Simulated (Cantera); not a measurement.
Standard-state values (1 bar) from the NASA 1993 polynomials, evaluated with Cantera. Values are per mole of reaction as written; species without (g) are pure solids or liquids, kept so even where they would boil at 1 bar.

6 P2(g) + 10 O3(g) ⇌ 3 P4O10

```json
[
 {"T (K)": "300", "ΔH° (kJ)": "(withheld)", "ΔS° (J/K)": "(withheld)", "ΔG° (kJ)": "(withheld)", "log10 K": "(withheld)"},
 {"T (K)": "425", "ΔH° (kJ)": "(withheld)", "ΔS° (J/K)": "(withheld)", "ΔG° (kJ)": "(withheld)", "log10 K": "(withheld)"},
 {"T (K)": "475", "ΔH° (kJ)": "(withheld)", "ΔS° (J/K)": "(withheld)", "ΔG° (kJ)": "(withheld)", "log10 K": "(withheld)"},
 {"T (K)": "525", "ΔH° (kJ)": "(withheld)", "ΔS° (J/K)": "(withheld)", "ΔG° (kJ)": "(withheld)", "log10 K": "(withheld)"},
 {"T (K)": "575", "ΔH° (kJ)": "-11263.8", "ΔS° (J/K)": "-2911.2", "ΔG° (kJ)": "-9589.9", "log10 K": "871.16"},
 {"T (K)": "625", "ΔH° (kJ)": "-11249.3", "ΔS° (J/K)": "-2887.0", "ΔG° (kJ)": "-9445.0", "log10 K": "789.35"}
]
```

Question: Complete the blanks.

Answer: 
- 300, ΔH° (kJ): -11309.8
- 300, ΔS° (J/K): -3012.2
- 300, ΔG° (kJ): -10406.1
- 300, log10 K: 1811.84
- 425, ΔH° (kJ): -11296.4
- 425, ΔS° (J/K): -2975.9
- 425, ΔG° (kJ): -10031.6
- 425, log10 K: 1232.91
- 475, ΔH° (kJ): -11287.4
- 475, ΔS° (J/K): -2956.0
- 475, ΔG° (kJ): -9883.3
- 475, log10 K: 1086.82
- 525, ΔH° (kJ): -11276.5
- 525, ΔS° (J/K): -2934.3
- 525, ΔG° (kJ): -9736.1
- 525, log10 K: 968.67
